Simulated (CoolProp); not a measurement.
The numbers come from the reference Helmholtz-energy equation of state, Guder 2009 in CoolProp.

### Question
For sulfur hexafluoride, give the phase and the density (kg/m³), cp (kJ/(kg K)), cv (kJ/(kg K)), speed of sound (m/s) at 378.8 K and 0.912 MPa.

### Answer
- 378.8 K and 0.912 MPa: gas; density 44.3, cp 0.795, cv 0.723, speed of sound 147
